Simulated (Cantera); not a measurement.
Feed: 1 mol SiF₄, 270 mol H₂, at 2250 °C and 1.33 mbar.

Cantera equilibrium calculation (NASA polynomials, part measured and part estimated; ideal gas, pure solids and liquids). Candidate condensed phases: Si; 25 gas species. The tables' values for SiF are old estimates; treat these amounts as uncertain. Equilibrium is a limit: real reactors are often held back by kinetics, nucleation or transport.

Base state: H 0.520, H₂ 0.467, HF 0.0108, Si 0.00265, SiF 3.78e-5, F 2.66e-5, SiH 1.69e-5 (mole fractions); condensed: gas only.

Problem. What changes in the equilibrium state with this change: temperature from 2250 °C to 725 °C?

Solution. 
```
species   before    after
-------  -------  -------
H₂         0.467    0.996
SiF₄       <1e-9  0.00360
HF        0.0108  9.45e-5
H          0.520  5.88e-8
Si       0.00265    <1e-9
SiHF₃      <1e-9  7.92e-5
SiF      3.78e-5    <1e-9
```
The tables' values for SiF₃ are old estimates; treat these amounts as uncertain.
